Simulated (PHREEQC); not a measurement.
Consider water at 25 °C with 0.092 mol/kgw ZnSO4, 4.5e-05 mol/kgw KCl and 0.0014 mol/kgw H2SO4. It is in equilibrium with CO2 at log p = -3.5 (atm). Otherwise closed; pH follows from the charge balance.

Computed with PHREEQC (ion-association model, phreeqc.dat).

Precipitation was switched off in this run.

Q: Predict the pH, ionic strength, density.

A: pH 2.98; ionic strength 0.189 mol/kgw; density 1.012 g/cm³.

Q: In which forms is K present?

A: K+ 93 %, KSO4- 6.8 % of the K.
